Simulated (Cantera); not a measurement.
# Stirred combustor or abatement burner

A perfectly stirred reactor is fed with 5.62 % CH₄, 4.33 % C₂H₆, 1.07 % C₃H₈, 18.7 % O₂, 70.3 % N₂, at 101000 Pa; it is adiabatic with a 750 K inlet, and is followed from long to short residence time, starting on the burning branch (τ in s: 0.26, 0.086, 0.028, 0.0091, 0.003, 0.00096, 0.00031, 0.0001, 3.3e-05, 1.1e-05, 3.5e-06).

Cantera simulation using GRI-Mech 3.0 (53 species, 325 reactions); the numbers are that mechanism's predictions, not measurements.

```csv
τ (s),T (K),x CH₄,x C₂H₆,x C₃H₈,x CH₃,x HO₂,x C₂H₂,x CO
0.26,2128,9.35e-5,1.34e-7,2.59e-8,2.79e-5,5.14e-9,4.74e-5,0.119
0.086,2126,0.000201,3.91e-7,7.34e-8,6.77e-5,1.28e-8,0.000128,0.118
0.028,2124,0.000408,1.16e-6,2.09e-7,0.000158,3.44e-8,0.000343,0.118
0.0091,2120,0.000736,3.42e-6,5.87e-7,0.000335,9.53e-8,0.000831,0.116
0.0030,2112,0.00119,9.84e-6,1.61e-6,0.000649,2.70e-7,0.00170,0.113
0.00096,2094,0.00192,3.02e-5,4.70e-6,0.00122,8.75e-7,0.00306,0.110
0.00031,2041,0.00347,0.000109,1.58e-5,0.00230,3.69e-6,0.00492,0.106
0.00010,750,0.0562,0.0433,0.0107,<1e-12,<1e-12,<1e-12,<1e-12
3.3e-5,750,0.0562,0.0433,0.0107,<1e-12,<1e-12,<1e-12,<1e-12
1.1e-5,750,0.0562,0.0433,0.0107,<1e-12,<1e-12,<1e-12,<1e-12
3.5e-6,750,0.0562,0.0433,0.0107,<1e-12,<1e-12,<1e-12,<1e-12
```
x: mole fraction; the columns are a selection and need not sum to one.
